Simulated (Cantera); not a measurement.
Charge: 1 mol SiC, 0.65 mol CO2, 1.5 mol H2, 0.015 mol N2O, at 1750 K.

These are equilibrium values from Cantera (NASA tables, ideal gas, pure condensed phases), not measurements of a reactor. Candidate condensed phases: C, C6H6, C7H8, C8H18, H2O, Si, SiC, SiO2, Si2N2O, Si3N4; 151 gas species. Mutual solubility and eutectic melting of coexisting phases are not modelled. The tables hold silica as quartz up to 1696 K and as liquid above; real silica turns to tridymite and cristobalite and melts near 1996 K. The numbers say what is thermodynamically allowed, not how fast it happens.

x: gas mole fraction; n: condensed amount in mol.

```csv
P (Pa),x H2,x CO,x H,x Si,x SiO,n SiC(s),n SiO2(condensed),n Si2N2O(s),n C(graphite)
0.100,0.357,0.342,0.139,0.125,0.0314,0.441,0,0,0
0.750,0.470,0.342,0.0582,0.0292,0.0959,0.622,0,0,0
5.60,0.511,0.344,0.0222,0.00424,0.114,0.661,0,0,0
42,0.523,0.346,…,…,0.117,0.667,0,0,0
320,0.528,0.347,0.00299,7.50e-5,0.117,0.667,0,0,0
2400,0.529,0.347,0.00109,1.00e-5,0.117,0.667,0,0,0
18000,0.595,0.360,…,…,…,0.743,…,…,0
130000,0.626,0.366,0.000161,2.78e-8,0.00279,0.773,0.215,0.00306,0
1000000,0.923,0.0675,7.07e-5,2.86e-9,0.000323,0.376,0.596,0.0134,1.15
```

Question: Some entries are withheld; supply them.

Answer: 
- 18000, x H: 0.000423
- 18000, x Si: 7.57e-7
- 18000, x SiO: 0.0392
- 18000, n SiO2(condensed): 0.153
- 18000, n Si2N2O(s): 0.00283
- 42, x H: 0.00821
- 42, x Si: 0.000571
